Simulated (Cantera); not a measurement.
What does this Cantera script print?

```python
import numpy as np
import cantera as ct

gas = ct.Solution("gri30.yaml")
gas.TPX = 1225, 100000, {'N2O': 1, 'H2O': 0.0084}
reactor = ct.IdealGasConstPressureReactor(gas, energy="off", clone=False)
net = ct.ReactorNet([reactor])
net.rtol, net.atol = 1e-08, 1e-18
show = ['N2O', 'H2O', 'HO2', 'O', 'OH', 'O2']
times = np.geomspace(0.0001, 4, 12)

steps = ct.SolutionArray(gas, extra=["t"])
rows = []
print(f"{'t/s':>10s}{'T/K':>9s}{'P/Pa':>11s}" + "".join(f"{s:>11s}" for s in show))
for t in times:
    while net.time < t:
        t_next = net.step()
        steps.append(gas.state, t=t_next)
    rows.append([np.interp(t, steps.t, y) for y in (steps.T, steps.P, *steps(*show).X.T)])
    print(f"{t:10.3e}{rows[-1][0]:9.1f}{rows[-1][1]:11.4g}" + "".join(f"{x:11.3e}" for x in rows[-1][2:]))
rate = np.gradient(steps.T, steps.t)
print("integrator steps:", len(steps.t))
if steps.T.max() > steps.T[0] + 200:
    print(f"time of steepest temperature rise: {steps.t[rate.argmax()]:.4e} s")
gas.TPX = 1225, 100000, {'N2O': 1, 'H2O': 0.0084}
gas.equilibrate("TP")
print(f"equilibrium (TP): T = {gas.T:.1f} K  " + "  ".join(f"{s} {gas[s].X[0]:.3e}" for s in show))
```

Result:

```
       t/s      T/K       P/Pa        N2O        H2O        HO2          O         OH         O2
 1.000e-04   1225.0      1e+05  9.915e-01  8.329e-03  1.124e-07  2.602e-06  6.828e-07  3.955e-05
 2.620e-04   1225.0      1e+05  9.913e-01  8.328e-03  6.394e-07  2.599e-06  1.480e-06  1.074e-04
 6.867e-04   1225.0      1e+05  9.907e-01  8.325e-03  2.154e-06  2.593e-06  2.805e-06  2.853e-04
 1.799e-03   1225.0      1e+05  9.891e-01  8.319e-03  2.765e-06  2.583e-06  5.174e-06  7.538e-04
 4.715e-03   1225.0      1e+05  9.849e-01  8.307e-03  1.928e-06  2.560e-06  7.075e-06  1.980e-03
 1.236e-02   1225.0      1e+05  9.741e-01  8.277e-03  1.222e-06  2.499e-06  8.757e-06  5.162e-03
 3.238e-02   1225.0      1e+05  9.467e-01  8.200e-03  6.985e-07  2.409e-06  1.025e-05  1.329e-02
 8.484e-02   1225.0      1e+05  8.804e-01  8.015e-03  3.439e-07  2.308e-06  1.128e-05  3.311e-02
 2.223e-01   1225.0      1e+05  7.361e-01  7.614e-03  1.559e-07  2.144e-06  1.136e-05  7.644e-02
 5.825e-01   1225.0      1e+05  4.879e-01  6.924e-03  7.115e-08  1.801e-06  1.025e-05  1.516e-01
 1.526e+00   1225.0      1e+05  2.084e-01  6.147e-03  3.413e-08  1.150e-06  7.816e-06  2.378e-01
 4.000e+00   1225.0      1e+05  4.153e-02  5.684e-03  1.510e-08  3.606e-07  4.235e-06  2.915e-01
integrator steps: 1403
equilibrium (TP): T = 1225.0 K  N2O 1.729e-08  H2O 5.568e-03  HO2 5.850e-09  O 2.438e-08  OH 1.108e-06  O2 3.313e-01
```

Cantera simulation using GRI-Mech 3.0 (53 species, 325 reactions); the numbers are that mechanism's predictions, not measurements. GRI-Mech 3.0 was tuned for natural gas; its chemistry of N2O as a main component is partial and can be far from experiment. The mechanism lacks the step 2 NO + O2 → 2 NO2, which can matter for NO2 below about 1400 K. The temperature is held fixed by assumption; the heat of reaction is taken as removed at once.
